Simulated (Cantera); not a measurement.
An isothermal, constant-pressure homogeneous reactor starts with C2H6 : N2 = 1 : 53 (molar parts), at 1650 K and 180000 Pa.

Computed with Cantera and GRI-Mech 3.0 (53 species, 325 reactions). GRI-Mech 3.0 stops at C3 and has no aromatics, soot or wall deposition, so with more carbon than oxygen in the feed, carbon stays in small species such as C2H2 where larger ones or solid carbon would form.

x: mole fraction; the columns are a selection and need not sum to one.

```
t (s)      x C2H6    x H2    x C2H    x C2H4      x H     x CH4
--------  -------  ------  -------  --------  -------  --------
0.000400  5.17e-5  0.0234  5.63e-8   0.00480  2.86e-5   0.00507
0.000976      [?]  0.0256      [?]       [?]      [?]   0.00510
0.00238   3.50e-6  0.0272  2.35e-8   0.00107  1.02e-5   0.00505
0.00582   3.18e-6  0.0283  2.45e-8  0.000184  1.04e-5   0.00493
0.0142    2.83e-6  0.0287  2.48e-8   8.06e-5  1.05e-5   0.00467
0.0346    2.21e-6  0.0295  2.52e-8   7.78e-5  1.08e-5   0.00415
0.0845    1.34e-6  0.0309  2.58e-8   7.53e-5  1.12e-5   0.00325
0.206     5.68e-7  0.0325  2.65e-8   7.50e-5  1.18e-5   0.00212
0.504     1.70e-7  0.0339  2.72e-8   7.71e-5  1.23e-5   0.00116
1.23      4.62e-8  0.0348  2.77e-8   7.92e-5  1.26e-5  0.000585
3.00          [?]  0.0351  2.79e-8   8.03e-5  1.28e-5       [?]
```

What belongs in the gaps?


- 0.000976, x C2H6: 7.00e-6
- 0.000976, x C2H: 2.78e-8
- 0.000976, x C2H4: 0.00267
- 0.000976, x H: 1.28e-5
- 3.00, x C2H6: 1.91e-8
- 3.00, x CH4: 0.000351
